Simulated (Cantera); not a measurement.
Thermodynamics of fluorocarbon and chlorocarbon gases, feed CCl4

Feed: 1 mol CCl4, equilibrated at 0.170 bar.

Equilibrium computed with Cantera from the NASA thermochemical tables; the gas is ideal and each condensed phase is pure. Candidate condensed phases: C; 14 gas species. The tables' values for CCl are old estimates; treat these amounts as uncertain. Kinetics and transport are ignored.

```tsv
T (K)	x Cl	x Cl2	x C3	x C	x C2	n C(graphite)
1350	0.0452	0.955	<1e-12	<1e-12	<1e-12	1.000
1550	0.178	0.822	<1e-12	<1e-12	<1e-12	1.000
1750	0.447	0.553	<1e-12	<1e-12	<1e-12	1.000
1950	0.744	0.256	4.61e-11	5.93e-11	3.87e-12	0.999
2150	0.911	0.0890	5.04e-9	3.62e-9	4.36e-10	0.999
2350	0.970	0.0299	2.43e-7	1.09e-7	2.18e-8	0.999
2550	0.989	0.0111	6.27e-6	1.92e-6	5.83e-7	0.999
2750	0.995	0.00468	9.92e-5	2.22e-5	9.60e-6	0.998
2950	0.996	0.00219	0.00107	0.000184	0.000107	0.984
3150	0.988	0.00111	0.00839	0.00116	0.000878	0.880
3350	0.934	0.000552	0.0511	0.00586	0.00556	0.212
```
x: gas mole fraction; n: condensed amount in mol.

From 1350 K to 3350 K the condensed part is C(graphite). The main C-bearing gas is CCl4 at 1350 K and C3 at 3350 K.
